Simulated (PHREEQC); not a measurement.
**Metal-bearing waste water: an equilibrium model**

A solution holds 0.025 mol/kgw Pb(NO3)2, 4.1e-05 mol/kgw NaHCO3 and 0.00031 mol/kgw Na2SO4, at 40 °C. Closed to the air; pH follows from the charge balance.

All values are PHREEQC results (ion-association model, phreeqc.dat), not measurements.

This is a speciation only: nothing precipitates in the calculation.

**Question.** Estimate the pH, density, ionic strength.

**Answer.** pH 4.98; density 0.999 g/cm³; ionic strength 0.0647 mol/kgw.

**Question.** In which forms is N present?

**Answer.** NO3- 90 %, PbNO3+ 10 % of the N.

The solution is supersaturated, for example in Anglesite, Pb(OH)2, so a real one may precipitate; this is no full list. Away from 25 °C the constants follow the database's enthalpies or fits; those with neither stay at their 25 °C values.
